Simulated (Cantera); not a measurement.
Feed: 1 mol MgO, 0.075 mol SO3, 5.7 mol H2O, equilibrated at 900 °C and 30.0 mbar.

Method: chemical equilibrium by Gibbs-energy minimisation in Cantera with the NASA 1993 tables (ideal gas, pure condensed phases). Candidate condensed phases: H2O, H2SO4, Mg, MgO, Mg(OH)2, MgS, MgSO4, S; 26 gas species. The numbers say what is thermodynamically allowed, not how fast it happens.

Base state: H2O 0.981, SO2 0.0128, O2 0.00642, SO3 5.73e-5 (mole fractions); condensed: MgO(s).

Task: What changes in the equilibrium state with this change: SO3 from 0.075 to 0.15 mol?

Result: 
```tsv
species	before	after
H2O	0.981	0.962
SO2	0.0128	0.0252
O2	0.00642	0.0126
SO3	5.73e-5	0.000157
MgO(s), mol	1.00	1.00
```

Task: What changes in the equilibrium state with this change: temperature from 900 °C to 700 °C?

Result: 
```json
[
 {"species": "H2O", "before": "0.981", "after": "0.994"},
 {"species": "SO2", "before": "0.0128", "after": "0.00365"},
 {"species": "O2", "before": "0.00642", "after": "0.00183"},
 {"species": "SO3", "before": "5.73e-5", "after": "6.76e-5"},
 {"species": "MgO(s), mol", "before": "1.00", "after": "0.946"},
 {"species": "MgSO4(s), mol", "before": "0", "after": "0.0537"}
]
```

Task: What changes in the equilibrium state with this change: SO3 from 0.075 to 1 mol?

Result: 
```
species       before    after
-----------  -------  -------
H2O            0.981    0.792
SO2           0.0128    0.137
O2           0.00642   0.0685
SO3          5.73e-5  0.00199
OH           6.48e-6  1.05e-5
MgO(s), mol     1.00     1.00
```
